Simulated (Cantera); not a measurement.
Cantera run:

```python
import numpy as np
import cantera as ct

gas_names = """
    Cu CuO Cu2 H HNO HNO2 HNO3 HO2 H2 H2O H2O2 N NH NH2 NH3 NH2OH NO NO2 NO3 N2 N2H2 N2H4 N2O O OH O2 O3
""".split()
cond_names = """
    Cu(cr) Cu(L) CuO(s) CuO2H2(s) Cu2O(s) Cu2O(L) H2O(s) H2O(L)
""".split()


# ... load() reads the species with a 1 bar reference pressure and builds the phases ...
atoms = {
    'CuO': {'Cu': 1, 'O': 1},
    'H2': {'H': 2},
    'N2': {'N': 2},
}
top_T = {'CuO(s)': 1390}  # K; cautious upper limits of use, not melting points


# ... equilibrate(T, P, feed) seeds the gas with the atoms and calls Mixture.equilibrate('TP', solver="vcs", rtol=1e-11, max_steps=5000) ...
results = []
T = 1750  # K
P = 300000  # Pa
for m in [82, 110, 140, 190, 240, 320, 420, 550, 730, 960, 1300, 1700, 2200]:
    feed = {'CuO': 1, 'H2': m, 'N2': 96}  # mol
    mix = equilibrate(T, P, feed)
    results.append((T, P, feed, dict(zip(mix.species_names, mix.species_moles))))

top = {s: max(r[3][s] / sum(r[3][g] for g in gas_names) for r in results) for s in gas_names}
cols = sorted((s for s in top if top[s] > 1e-06), key=lambda s: -top[s])[:9]
seen = [c for c in cond_names if any(r[3].get(c, 0) > 1e-12 for r in results)]
print("log10 of partial pressures in bar; condensed amounts in mol")
print(f"{'n(H2)':>10s}" + "".join(f"{s[:9]:>10s}" for s in cols + seen))
for T, P, feed, n in results:
    ng = sum(n[g] for g in gas_names)
    print(f"{feed['H2']:10.4g}" + "".join(f"{np.log10(max(n[s] / ng * P / 1e5, 1e-99)):10.3f}" for s in cols)
          + "".join(f"{n.get(c, 0):10.4g}" for c in seen))
```

Result:

```
log10 of partial pressures in bar; condensed amounts in mol
     n(H2)        H2        N2       H2O         H        Cu       NH3     Cu(L)
        82     0.135     0.209    -1.773    -3.566    -3.525    -4.181    0.9822
       110     0.201     0.145    -1.837    -3.533    -3.525    -4.115    0.9794
       140     0.247     0.086    -1.896    -3.510    -3.525    -4.074    0.9764
       190     0.297     0.003    -1.979    -3.485    -3.525    -4.041    0.9714
       240     0.329    -0.067    -2.049    -3.469    -3.525    -4.028    0.9664
       320     0.362    -0.160    -2.142    -3.453    -3.525    -4.026    0.9585
       420     0.387    -0.253    -2.236    -3.440    -3.525    -4.035    0.9485
       550     0.406    -0.351    -2.333    -3.430    -3.525    -4.054    0.9355
       730     0.423    -0.458    -2.440    -3.422    -3.525    -4.083    0.9175
       960     0.435    -0.564    -2.547    -3.416    -3.525    -4.118    0.8945
      1300     0.446    -0.686    -2.668    -3.411    -3.525    -4.162    0.8606
      1700     0.453    -0.795    -2.777    -3.407    -3.525    -4.206    0.8207
      2200     0.458    -0.902    -2.884    -3.404    -3.525    -4.252    0.7707
```

Method: chemical equilibrium by Gibbs-energy minimisation in Cantera with the NASA 1993 tables (ideal gas, pure condensed phases).
